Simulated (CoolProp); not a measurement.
Properties of C2F6 (R116) along the isotherm 151.85 °C.

Computed with CoolProp (reference Helmholtz-energy equation of state, Lemmon 2006). It is a short technical equation, of lower accuracy than the large ones.

```
p (MPa)          phase  density (kg/m³)  cv (kJ/(kg K))  speed of sound (m/s)  expansivity (1/kK)  conductivity (mW/(m K))  fugacity coefficient
-------  -------------  ---------------  --------------  --------------------  ------------------  -----------------------  --------------------
3.81     supercritical            164.3          0.8919                 155.2               3.625                     26.2                0.9053
7.62     supercritical            353.3          0.9039            (withheld)               4.869                     29.4                0.8297
11.4     supercritical            536.1          0.9103                 169.7               5.139                     33.5                0.7755
15.2     supercritical            683.5          0.9127                 196.6               4.529                     37.6                0.7417
19       supercritical            792.6          0.9139                 227.3               3.821                     41.3            (withheld)
22.9     supercritical            876.8          0.9149                 258.0               3.264                     44.5                0.7220
26.7     supercritical            941.4          0.9159            (withheld)          (withheld)                     47.3                0.7290
30.5     supercritical            994.4          0.9169                 311.6               2.571                     49.8                0.7439
```

**Question.** Complete the blanks.

**Answer.** 
- 7.62, speed of sound (m/s): 155.0
- 19, fugacity coefficient: 0.7253
- 26.7, speed of sound (m/s): 285.8
- 26.7, expansivity (1/kK): 2.868

Thermal conductivity comes from a separate model (Huber 2003), an estimate that may be off by 10 % or more.
